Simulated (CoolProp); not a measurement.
R142b along the isotherm 268.4 K: fugacity coefficient from the reference equation and from simpler models built on Tc = 410.3 K, pc = 4055 kPa, ω = 0.232; each cubic takes its own stable root.

Model: reference Helmholtz-energy equation of state, Lemmon 2006, in CoolProp. It is a short technical equation, of lower accuracy than the large ones.

```
p (kPa)   phase  reference
-------  ------  ---------
634      liquid     0.1854
1270     liquid    0.09484
1900     liquid    0.06493
2530     liquid    0.04994
3170     liquid    0.04083
3800     liquid    0.03489
4430     liquid    0.03065
5070     liquid    0.02743
5700     liquid    0.02499
6340     liquid    0.02301
6970     liquid    0.02143
7600     liquid    0.02013
8240     liquid    0.01901
8870     liquid    0.01809
9500     liquid    0.01729
10100    liquid    0.01663
```

Problem. How far does each simpler model (Redlich-Kwong, Soave-Redlich-Kwong, Peng-Robinson) lie from the reference over these 16 states: mean and median of the absolute difference, and the worst?

Solution. 
- Redlich-Kwong: mean 64.0 %, median 64.0 %, worst +67.8 % at 268.4 K and 10100 kPa
- Soave-Redlich-Kwong: mean 2.4 %, median 2.4 %, worst +4.2 % at 268.4 K and 10100 kPa
- Peng-Robinson: mean 0.3 %, median 0.2 %, worst +0.6 % at 268.4 K and 634 kPa
